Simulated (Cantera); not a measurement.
Input: 1 mol SiCl₄, 1.4 mol Cl₂, 7.8 mol H₂, held at 750 Torr.

These are equilibrium values from Cantera (NASA tables, ideal gas, pure condensed phases), not measurements of a reactor. Candidate condensed phases: Si; 19 gas species. The tables' values for SiCl₃ are old estimates; treat these amounts as uncertain. Rates play no part.

log p: log10 of the partial pressure in bar; nothing condenses.

| T (K) | log p H₂ | log p HCl | log p SiCl₄ | log p SiHCl₃ |
|---|---|---|---|---|
| 950 | -0.20 | -0.56 | -1.01 | … |
| 1000 | -0.20 | -0.56 | -1.02 | … |
| 1050 | -0.20 | -0.56 | -1.02 | … |
| 1100 | -0.20 | -0.56 | -1.02 | … |
| 1150 | -0.21 | -0.55 | -1.03 | … |
| 1200 | -0.21 | -0.55 | -1.04 | … |
| 1250 | -0.21 | -0.55 | -1.05 | … |

Some entries are withheld; supply them.


- 950, log p SiHCl₃: -3.00
- 1000, log p SiHCl₃: -2.81
- 1050, log p SiHCl₃: -2.65
- 1100, log p SiHCl₃: -2.50
- 1150, log p SiHCl₃: -2.37
- 1200, log p SiHCl₃: -2.26
- 1250, log p SiHCl₃: -2.16
